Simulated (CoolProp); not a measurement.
Sulfur dioxide at several states: density (kg/m³) from the reference equation and from simpler models built on Tc = 430.6 K, pc = 7.887 MPa, ω = 0.256; each cubic takes its own stable root.

The numbers come from the reference Helmholtz-energy equation of state, Gao 2016 in CoolProp.

```csv
T (K),p (MPa),phase,reference,van der Waals,Redlich-Kwong,Peng-Robinson
458,5.43,gas,[?],115.8,118.0,[?]
340.2,0.0143,gas,0.3243,0.3242,0.3243,0.3243
241.2,0.0148,gas,0.4754,0.4738,0.4743,0.4745
286,0.0109,gas,0.2943,0.2940,0.2941,0.2942
321.1,10.9,liquid,[?],[?],1149,[?]
```

Problem. Complete the blanks.

Solution. 
- 458, reference: 117.5
- 458, Peng-Robinson: 119.9
- 321.1, reference: 1326
- 321.1, van der Waals: 814.0
- 321.1, Peng-Robinson: 1345
